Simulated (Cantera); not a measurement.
Feed: 1 mol Si, 0.71 mol CO2, 4.1 mol H2, 0.61 mol O2, held at 0.00450 Torr.

Method: chemical equilibrium by Gibbs-energy minimisation in Cantera with the NASA 1993 tables (ideal gas, pure condensed phases). Candidate condensed phases: C, C6H6, C7H8, C8H18, H2O, Si, SiC, SiO2; 123 gas species. Mutual solubility and eutectic melting of coexisting phases are not modelled. The tables hold silica as quartz up to 1696 K and as liquid above; real silica turns to tridymite and cristobalite and melts near 1996 K. Kinetics and transport are ignored.

Which condensed phases are stable at each of these points (T (K)): 925, 975, 1025, 1075, 1125, 1175, 1225, 1275, 1325, 1375, 1425, 1475, 1525, 1575?


| T (K) | condensed phases | Si condensed (%) |
|---|---|---|
| 925 | C(graphite) + SiO2(β-quartz) | 100.0 |
| 975 | C(graphite) + SiO2(β-quartz) | 100.0 |
| 1025 | C(graphite) + SiO2(β-quartz) | 100.0 |
| 1075 | SiC(s) + SiO2(β-quartz) | 100.0 |
| 1125 | SiC(s) + SiO2(β-quartz) | 99.7 |
| 1175 | SiC(s) + SiO2(β-quartz) | 97.5 |
| 1225 | SiO2(β-quartz) | 93.0 |
| 1275 | SiO2(β-quartz) | 93.0 |
| 1325 | SiO2(β-quartz) | 93.0 |
| 1375 | SiO2(β-quartz) | 92.8 |
| 1425 | SiO2(β-quartz) | 92.2 |
| 1475 | SiO2(β-quartz) | 90.1 |
| 1525 | SiO2(β-quartz) | 84.8 |
| 1575 | SiO2(β-quartz) | 74.5 |

From 925 K to 1025 K the condensed part is C(graphite) + SiO2(β-quartz). From 1075 K to 1175 K the condensed part is SiC(s) + SiO2(β-quartz). From 1225 K to 1575 K the condensed part is SiO2(β-quartz).
